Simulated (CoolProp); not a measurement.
The fluid at 203.28 K and 12.1 MPa expands adiabatically to 1.05 MPa with isentropic efficiency 0.9. The same conditions are run with several fluids, on thermodynamics alone (safety and materials aside).

Values from CoolProp's reference Helmholtz-energy equation of state of each fluid (carbon monoxide: Lemmon 2006; nitrogen: Span 2000; dry air: Lemmon 2000; fluorine: de Reuck 1990; methane: Setzmann 1991). Blends and air are pseudo-pure fits.

```tsv
fluid	work (kJ/kg)	final temperature (K)	final phase	final density (kg/m³)
carbon monoxide	?	109.7	?	44.6
nitrogen	71.1	?	?	44.4
dry air	66.5	108.7	?	45.1
fluorine	?	?	two-phase, vapour fraction 0.911	55.8
methane	55.8	150.2	two-phase, vapour fraction 0.404	38.2
```

Task: What belongs in the gaps?

Result: 
- carbon monoxide, work (kJ/kg): 67.4
- carbon monoxide, final phase: two-phase, vapour fraction 0.916
- nitrogen, final temperature (K): 104.5
- nitrogen, final phase: two-phase, vapour fraction 0.979
- dry air, final phase: two-phase, vapour fraction 0.930
- fluorine, work (kJ/kg): 51.2
- fluorine, final temperature (K): 112.6
